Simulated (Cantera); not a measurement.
A freely propagating, adiabatic, planar premixed flame of H₂ : O₂ : N₂ : H₂O = 1 : 0.532 : 2 : 0.18 (molar parts), unburnt at 500 K and 10.0 bar; mixture-averaged transport, grid criteria slope 0.08 and curve 0.16, no radiation.

Detailed kinetics in Cantera: the H2/O2 subset of GRI-Mech 3.0, which has no nitrogen chemistry. The hydrogen kinetics of GRI-Mech 3.0 are dated; newer H2 mechanisms differ, most at raised pressure. Burning velocities carry a grid error of a few per cent, more on coarse grids.

| quantity | before | after |
|---|---|---|
| laminar burning velocity | 247 cm/s | 143 cm/s |
| thermal thickness | 0.0275 mm | 0.0298 mm |
| peak x(HO₂) | 0.00148 | 0.00139 |
| peak x(OH) | 0.0117 | 0.00971 |
| peak x(H) | 0.00883 | 0.00632 |

Question: Name the change that produced these shifts.
A) inlet temperature 500 to 375 K
B) inlet temperature 500 to 400 K
C) N2 2 to 1.5 parts
D) O2 0.532 to 0.68 parts

Answer: B, inlet temperature 500 to 400 K
